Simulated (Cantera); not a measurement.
Feed: 1 mol PbS, 8.6 mol H2, held at 1252 °C and 10000 Pa.

These are equilibrium values from Cantera (NASA tables, ideal gas, pure condensed phases), not measurements of a reactor. Equilibrium is a limit: real reactors are often held back by kinetics, nucleation or transport.

| species | before | after |
|---|---|---|
| H2 | 0.864 | 0.703 |
| PbS | 0.0711 | 0.197 |
| Pb | 0.0329 | 0.0515 |
| H2S | 0.0300 | 0.0433 |
| S2 | 0.00116 | 0.00365 |
| S | 5.83e-6 | 1.03e-5 |
| SH | 0.000565 | 0.000905 |
| H | 6.95e-5 | 6.27e-5 |
Gas species are given as mole fractions.

Q: What was changed between the two runs?
A) H2 from 8.6 to 200 mol
B) temperature from 1252 °C to 725 °C
C) H2 from 8.6 to 43 mol
D) H2 from 8.6 to 3 mol

A: D, H2 from 8.6 to 3 mol
